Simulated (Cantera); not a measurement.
A closed system holds: 1 mol B, 4.9 mol H2O, equilibrated at 1198 K and 500 Pa.

Equilibrium computed with Cantera from the NASA thermochemical tables; the gas is ideal and each condensed phase is pure. Gases not in the tables: H3BO3. The numbers say what is thermodynamically allowed, not how fast it happens.

| species | before | after |
|---|---|---|
| H2 | 0.305 | 0.757 |
| H2O | 0.685 | 0.237 |
| HBO2 | 0.00946 | 0.00556 |
| (HBO2)3 | 0.000472 | 9.60e-5 |
| B2O3(l), mol | 0.473 | 0.977 |
Gas species are given as mole fractions.

Q: Which change was made?
A) B replaced by B2H6
B) temperature from 1198 K to 1875 K
C) H2O from 4.9 to 0.1 mol
D) temperature from 1198 K to 2198 K

A: A, B replaced by B2H6. The feed counts by its element totals alone
